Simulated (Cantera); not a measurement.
Input (Python, Cantera):

```python
import numpy as np
import cantera as ct

gas = ct.Solution("gri30.yaml")
gas.TPX = 1325, 500000, {'CO': 0.0074, 'O2': 0.023, 'H2O': 0.04, 'N2': 1}
reactor = ct.IdealGasConstPressureReactor(gas, energy="off", clone=False)
net = ct.ReactorNet([reactor])
net.rtol, net.atol = 1e-08, 1e-18
show = ['CO', 'O2', 'H2O', 'CO2', 'H2', 'NO2', 'N2O']
times = np.geomspace(4e-05, 3, 15)

steps = ct.SolutionArray(gas, extra=["t"])
rows = []
print(f"{'t/s':>10s}{'T/K':>9s}{'P/Pa':>11s}" + "".join(f"{s:>11s}" for s in show))
for t in times:
    while net.time < t:
        t_next = net.step()
        steps.append(gas.state, t=t_next)
    rows.append([np.interp(t, steps.t, y) for y in (steps.T, steps.P, *steps(*show).X.T)])
    print(f"{t:10.3e}{rows[-1][0]:9.1f}{rows[-1][1]:11.4g}" + "".join(f"{x:11.3e}" for x in rows[-1][2:]))
rate = np.gradient(steps.T, steps.t)
print("integrator steps:", len(steps.t))
if steps.T.max() > steps.T[0] + 200:
    print(f"time of steepest temperature rise: {steps.t[rate.argmax()]:.4e} s")
gas.TPX = 1325, 500000, {'CO': 0.0074, 'O2': 0.023, 'H2O': 0.04, 'N2': 1}
gas.equilibrate("TP")
print(f"equilibrium (TP): T = {gas.T:.1f} K  " + "  ".join(f"{s} {gas[s].X[0]:.3e}" for s in show))
```

It prints:

```
       t/s      T/K       P/Pa         CO         O2        H2O        CO2         H2        NO2        N2O
 4.000e-05   1325.0      5e+05  6.913e-03  2.149e-02  3.737e-02  2.744e-08  1.965e-09  2.851e-21  2.401e-12
 8.918e-05   1325.0      5e+05  6.913e-03  2.149e-02  3.737e-02  2.376e-07  2.396e-08  3.723e-19  2.016e-11
 1.988e-04   1325.0      5e+05  6.903e-03  2.148e-02  3.737e-02  9.926e-06  1.108e-06  1.595e-15  8.118e-10
 4.433e-04   1325.0      5e+05  5.833e-03  2.095e-02  3.723e-02  1.084e-03  8.992e-05  5.191e-11  9.635e-08
 9.884e-04   1325.0      5e+05  2.886e-03  1.950e-02  3.732e-02  4.041e-03  6.991e-05  4.641e-10  4.110e-07
 2.204e-03   1325.0      5e+05  1.003e-03  1.858e-02  3.743e-02  5.931e-03  2.492e-05  1.193e-09  6.608e-07
 4.913e-03   1325.0      5e+05  2.465e-04  1.821e-02  3.747e-02  6.690e-03  6.251e-06  1.857e-09  7.952e-07
 1.095e-02   1325.0      5e+05  4.359e-05  1.811e-02  3.749e-02  6.894e-03  1.198e-06  1.546e-09  8.209e-07
 2.442e-02   1325.0      5e+05  5.770e-06  1.809e-02  3.749e-02  6.931e-03  2.010e-07  7.074e-10  7.399e-07
 5.445e-02   1325.0      5e+05  5.207e-07  1.809e-02  3.750e-02  6.937e-03  3.906e-08  2.942e-10  5.410e-07
 1.214e-01   1325.0      5e+05  2.182e-08  1.809e-02  3.750e-02  6.937e-03  1.855e-08  2.260e-10  2.630e-07
 2.707e-01   1325.0      5e+05  5.894e-09  1.809e-02  3.750e-02  6.937e-03  1.700e-08  2.260e-10  6.584e-08
 6.035e-01   1325.0      5e+05  5.805e-09  1.809e-02  3.750e-02  6.937e-03  1.684e-08  2.269e-10  2.474e-08
 1.346e+00   1325.0      5e+05  5.803e-09  1.809e-02  3.750e-02  6.937e-03  1.684e-08  2.279e-10  2.388e-08
 3.000e+00   1325.0      5e+05  5.803e-09  1.809e-02  3.750e-02  6.937e-03  1.684e-08  2.302e-10  2.388e-08
integrator steps: 1179
equilibrium (TP): T = 1325.0 K  CO 5.816e-09  O2 1.802e-02  H2O 3.750e-02  CO2 6.937e-03  H2 1.687e-08  NO2 9.554e-07  N2O 2.383e-08
```

Cantera simulation using GRI-Mech 3.0 (53 species, 325 reactions); the numbers are that mechanism's predictions, not measurements.
